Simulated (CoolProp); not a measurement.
R22 along the isobar 6190 kPa: fugacity coefficient from the reference equation and from simpler models built on Tc = 369.3 K, pc = 4990 kPa, ω = 0.221; each cubic takes its own stable root.

Computed with CoolProp (reference Helmholtz-energy equation of state, Kamei 1995).

```
T (K)          phase  reference
-----  -------------  ---------
193.9         liquid   0.002183
222.7         liquid    0.01211
251.5         liquid    0.04192
280.3         liquid     0.1056
309.1         liquid     0.2126
337.9         liquid     0.3619
366.7         liquid     0.5385
395.5  supercritical     0.6776
```

Problem. How far does each simpler model (van der Waals, Redlich-Kwong, Peng-Robinson) lie from the reference over these 8 states: mean and median of the absolute difference, and the worst?

Solution. 
- van der Waals: mean 372.6 %, median 102.3 %, worst +1814.8 % at 193.9 K and 6190 kPa
- Redlich-Kwong: mean 37.2 %, median 27.4 %, worst +102.8 % at 193.9 K and 6190 kPa
- Peng-Robinson: mean 1.2 %, median 0.7 %, worst +3.6 % at 193.9 K and 6190 kPa
